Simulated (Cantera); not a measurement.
An adiabatic, constant-volume homogeneous reactor starts with 9.57 % CO, 1.91 % H2, 0.421 % CH4, 16.0 % O2, 72.1 % N2, at 1125 K and 5.00 bar.

Cantera simulation using GRI-Mech 3.0 (53 species, 325 reactions); the numbers are that mechanism's predictions, not measurements.

Predict: time of steepest temperature rise; temperature at 4.00 s; equilibrium temperature; x(CO) at 4.00 s; x(H2) at 4.00 s; x(NO) at 4.00 s.


```
Property                                                            Result
---------------------------------  ---------------------------------------
time of steepest temperature rise                                 0.273 ms
temperature at 4.00 s                                               2292 K
equilibrium temperature                                             2292 K
x(CO) at 4.00 s                    0.00122 (gas-phase equilibrium 0.00122)
x(H2) at 4.00 s                    5.93e-5 (gas-phase equilibrium 5.93e-5)
x(NO) at 4.00 s                      0.0102 (gas-phase equilibrium 0.0102)
```
